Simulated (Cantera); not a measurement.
A perfectly stirred reactor is fed with H₂ : O₂ : N₂ = 0.43 : 1 : 1.1 (molar parts), equivalence ratio 0.21, at 100000 Pa; it is held at 998 K, and followed from long to short residence time.

Cantera simulation using the H2/O2 subset of GRI-Mech 3.0, which has no nitrogen chemistry; the numbers are that mechanism's predictions, not measurements. The temperature is held fixed by assumption; the heat of reaction is taken as removed at once.

### Question
What does this change do: H2 0.43 to 0.16 parts?

### Answer
```csv
quantity,before,after
x(H₂) at τ = 0.850 s,0.0118,0.00378
x(O₂) at τ = 0.850 s,0.343,0.423
x(O) at τ = 0.850 s,7.89e-7,1.20e-6
x(H₂O) at τ = 0.850 s,0.173,0.0694
x(HO₂) at τ = 0.850 s,6.20e-5,3.36e-5
x(H₂) at τ = 9.70 ms,0.103,0.0324
x(O₂) at τ = 9.70 ms,0.373,0.431
x(O) at τ = 9.70 ms,5.65e-6,9.96e-6
x(H₂O) at τ = 9.70 ms,0.0716,0.0392
x(HO₂) at τ = 9.70 ms,0.000231,0.000161
```
